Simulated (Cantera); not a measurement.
A perfectly stirred reactor is fed with NH3 : N2 = 1 : 0.26 (molar parts), at 825 Torr; it is held at 1625 K, and followed from long to short residence time.

Model: the gas-phase N/H chemistry of the illustrative SiF4/NH3 mechanism in the Surface Chemkin manual (1991), integrated in Cantera. Walls and surfaces, which speed up NH3 decomposition in real reactors, are not modelled.

What does this change do: 0.0047 parts H2 added?


```tsv
quantity	before	after
x(NH3) at τ = 4.10 s	0.414	0.413
x(N2) at τ = 4.10 s	0.268	0.268
x(H) at τ = 4.10 s	2.05e-5	2.06e-5
x(H2) at τ = 4.10 s	0.318	0.319
x(N2H2) at τ = 4.10 s	1.94e-7	1.93e-7
x(NH3) at τ = 74.0 ms	0.776	0.773
x(N2) at τ = 74.0 ms	0.209	0.208
x(H) at τ = 74.0 ms	8.89e-7	1.10e-6
x(H2) at τ = 74.0 ms	0.0148	0.0184
x(N2H2) at τ = 74.0 ms	6.59e-7	6.53e-7
```
